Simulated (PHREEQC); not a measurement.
Hard or scaling water: speciation

Solution (20 °C): 0.0036 mol CaCl2, 0.11 mol Na2HPO4 and 3.5e-05 mol KCl per kg of water. Closed to the air; pH follows from the charge balance.

Computed with PHREEQC (ion-association model, phreeqc.dat).

This is a speciation only: nothing precipitates in the calculation.

### Question
Estimate the pH, activity of water, ionic strength.

### Answer
pH 8.52; activity of water 0.994; ionic strength 0.306 mol/kgw.

### Question
In which forms is K present?

### Answer
K+ 96 %, KHPO4- 4.3 % of the K.

Saturation is exceeded, for instance for Hydroxyapatite; the values hold only as long as no solid forms. Species that the database lacks are ignored.
